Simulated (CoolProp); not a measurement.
The numbers come from the reference Helmholtz-energy equation of state, Lemmon 2000 in CoolProp. It is a pseudo-pure fit of the blend.

Q: For dry air, give the phase and the Z, cv (kJ/(kg K)), Joule-Thomson coefficient (K/MPa), isothermal compressibility (1/MPa) at 122.3 K and 3.31 MPa; 122.3 K and 5.21 MPa.

A: 
- 122.3 K and 3.31 MPa: liquid; Z 0.152, cv 0.926, Joule-Thomson coefficient 0.612, isothermal compressibility 0.0294
- 122.3 K and 5.21 MPa: liquid; Z 0.229, cv 0.917, Joule-Thomson coefficient 0.330, isothermal compressibility 0.0187
